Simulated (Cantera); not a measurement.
**Gas-phase reforming**

An isothermal, constant-pressure homogeneous reactor starts with 73.0 % CH4, 27.0 % CO2, at 1498 K and 8.68 atm.

Model: GRI-Mech 3.0 (53 species, 325 reactions), integrated in Cantera. GRI-Mech 3.0 stops at C3 and has no aromatics, soot or wall deposition, so with more carbon than oxygen in the feed, carbon stays in small species such as C2H2 where larger ones or solid carbon would form.

```
t (s)     x CH4    x CO2   x CH2CO    x C2H6     x H2O
--------  -----  -------  --------  --------  --------
6.00e-5   0.730    0.270    <1e-12   7.13e-5   4.87e-7
0.000235  0.729    0.270  6.57e-12  0.000364   2.15e-6
0.000917  0.726    0.270  1.61e-10   0.00133   1.22e-5
0.00358   0.711    0.268   5.70e-9   0.00270  0.000133
0.0140    0.650    0.258   1.74e-7   0.00199   0.00191
0.0548    0.495    0.218   2.29e-6   0.00108    0.0197
0.214     0.308    0.105   1.42e-5   0.00101     0.105
0.837     0.262   0.0414   1.98e-5  0.000944     0.140
3.27      0.267   0.0312   1.13e-5  0.000855    0.0976
12.8      0.258   0.0152   5.69e-6  0.000664    0.0457
50.0      0.238  0.00326   3.84e-6  0.000490   0.00999
```
x: mole fraction; the columns are a selection and need not sum to one.

Equilibrium at this temperature and pressure: CH4 0.230, CO2 1.07e-5, CH2CO 3.52e-6, C2H6 0.000439, H2O 3.34e-5 (gas phase only).
